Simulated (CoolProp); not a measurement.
Values from CoolProp's reference Helmholtz-energy equation of state, Akasaka 2023.

Problem. Give the vapour pressure (MPa), liquid density (kg/m³), enthalpy of vaporisation (kJ/kg) of saturated R1336mzz(E) at 56.35, 72.05, 77.25 °C.

Solution. 
```csv
T (°C),p (MPa),liquid density (kg/m³),enthalpy of vaporisation (kJ/kg)
56.35,0.516,1220,125
72.05,0.782,1160,114
77.25,0.889,1130,110
```
